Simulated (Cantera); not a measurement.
Feed: 1 mol Si, 0.2 mol O2, 4.4 mol H2, equilibrated at 1725 K and 2.00e-6 bar.

Equilibrium computed with Cantera from the NASA thermochemical tables; the gas is ideal and each condensed phase is pure. Candidate condensed phases: H2O, Si, SiO2; 18 gas species. Equilibrium is a limit: real reactors are often held back by kinetics, nucleation or transport.

Base state: H2 0.714, H 0.111, Si 0.105, SiO 0.0700, SiH 0.000179, Si2 0.000103 (mole fractions); condensed: gas only.

Task: What changes in the equilibrium state with this change: pressure from 2.00e-6 bar to 0.00133 bar?

Result: 
```tsv
species	before	after
H2	0.714	0.911
SiO	0.0700	0.0831
H	0.111	0.00486
Si	0.105	0.000761
Si2	0.000103	3.63e-6
SiH2	2.54e-6	1.57e-5
Si(l), mol	0	0.596
```
Gases not in the tables: Si2H6 and higher silanes.
